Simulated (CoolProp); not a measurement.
A single-stage vapour-compression cycle with R125: evaporating at 203.15 K (dew point), condensing at 255.15 K (bubble point), superheat 0 K, subcooling 2 K, compressor efficiency 0.6, no pressure losses. Each further row changes one setting.

Computed with CoolProp (reference Helmholtz-energy equation of state, Lemmon 2005).

```
case                              cooling COP  pressure ratio  discharge temperature (K)  refrigerating effect (kJ/kg)  volumetric capacity (kJ/m³)
--------------------------------  -----------  --------------  -------------------------  ----------------------------  ---------------------------
as stated                                1.85            12.1                      298.4                           119                          259
evaporating temperature 208.15 K         2.16            8.91                      292.5                           122                          353
condensing temperature 250.15 K          2.12            10.0                      291.0                           125                          272
subcooling 7 K                           1.95            12.1                      298.4                           125                          272
superheat 10 K                           1.86            12.1                      310.2                           126                          260
compressor efficiency 0.5                1.55            12.1                      313.8                           119                          259
```
